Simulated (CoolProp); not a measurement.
A single-stage vapour-compression cycle with R115: evaporating at 219.15 K (dew point), condensing at 270.15 K (bubble point), superheat 0 K, subcooling 8 K, compressor efficiency 0.75, no pressure losses. Each further row changes one setting.

Values from CoolProp's reference Helmholtz-energy equation of state, Lemmon 2016.

```json
[
 {"case": "as stated", "cooling COP": "2.64", "pressure ratio": "8.07", "discharge temperature (K)": "278.2", "refrigerating effect (kJ/kg)": "89.9", "volumetric capacity (kJ/m³)": "388"},
 {"case": "evaporating temperature 224.15 K", "cooling COP": "3.09", "pressure ratio": "6.26", "discharge temperature (K)": "276.6", "refrigerating effect (kJ/kg)": "92.7", "volumetric capacity (kJ/m³)": "507"},
 {"case": "condensing temperature 265.15 K", "cooling COP": "3.04", "pressure ratio": "6.84", "discharge temperature (K)": "273.2", "refrigerating effect (kJ/kg)": "94.8", "volumetric capacity (kJ/m³)": "410"},
 {"case": "subcooling 13 K", "cooling COP": "2.79", "pressure ratio": "8.07", "discharge temperature (K)": "278.2", "refrigerating effect (kJ/kg)": "94.8", "volumetric capacity (kJ/m³)": "410"},
 {"case": "superheat 10 K", "cooling COP": "2.69", "pressure ratio": "8.07", "discharge temperature (K)": "289.0", "refrigerating effect (kJ/kg)": "96.1", "volumetric capacity (kJ/m³)": "396"},
 {"case": "compressor efficiency 0.65", "cooling COP": "2.29", "pressure ratio": "8.07", "discharge temperature (K)": "285.2", "refrigerating effect (kJ/kg)": "89.9", "volumetric capacity (kJ/m³)": "388"}
]
```
